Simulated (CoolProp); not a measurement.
Sulfur hexafluoride along the isotherm 228.6 K: fugacity coefficient from the reference equation and from simpler models built on Tc = 318.7 K, pc = 3.755 MPa, ω = 0.210; each cubic takes its own stable root.

The numbers come from the reference Helmholtz-energy equation of state, Guder 2009 in CoolProp.

```tsv
p (MPa)	phase	reference	van der Waals	Redlich-Kwong	Soave-Redlich-Kwong	Peng-Robinson
0.119	gas	0.9690	0.9795	0.9728	0.9707	0.9692
0.174	gas	0.9546	0.9701	0.9603	0.9572	0.9550
0.256	gas	0.9330	0.9560	0.9416	0.9371	0.9339
0.375	liquid	0.7058	0.9356	0.9146	0.7220	0.7152
0.551	liquid	0.4839	0.9053	0.6670	0.4952	0.4901
0.809	liquid	0.3332	0.8605	0.4597	0.3411	0.3372
1.19	liquid	0.2302	0.6240	0.3180	0.2358	0.2327
1.74	liquid	0.1611	0.4424	0.2230	0.1652	0.1625
2.56	liquid	0.1133	0.3172	0.1573	0.1164	0.1140
```

At some of these states van der Waals, Redlich-Kwong gives the other phase, because its saturation line lies elsewhere.
